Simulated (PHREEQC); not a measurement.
**Reverse-osmosis permeate (model solution)**

A made-up water analysis in mg/kgw, 25 °C, pH 5.69, pe 9.8:

```json
[
 {"constituent": "Na", "mg/kgw": "4.43"},
 {"constituent": "K", "mg/kgw": "0.181"},
 {"constituent": "Ca", "mg/kgw": "1.97"},
 {"constituent": "Mg", "mg/kgw": "2.07"},
 {"constituent": "Cl", "mg/kgw": "9.24"},
 {"constituent": "S(6) as SO4", "mg/kgw": "6.59"},
 {"constituent": "Alkalinity as HCO3", "mg/kgw": "3.95"},
 {"constituent": "B", "mg/kgw": "0.0663"},
 {"constituent": "O(0) (dissolved oxygen)", "mg/kgw": "0.00276"}
]
```

Valence states are taken as typed.

Equilibrium calculation in PHREEQC: ion-association model, phreeqc.dat.

This is a speciation only: nothing precipitates in the calculation.

### Question
What charge-balance error does the model give?

### Answer
charge-balance error 0.4 %.

### Question
In which forms is Mg present?

### Answer
Mg+2 99 %, MgSO4 1.2 % of the Mg.

Complexes and solids missing from the database can't appear.
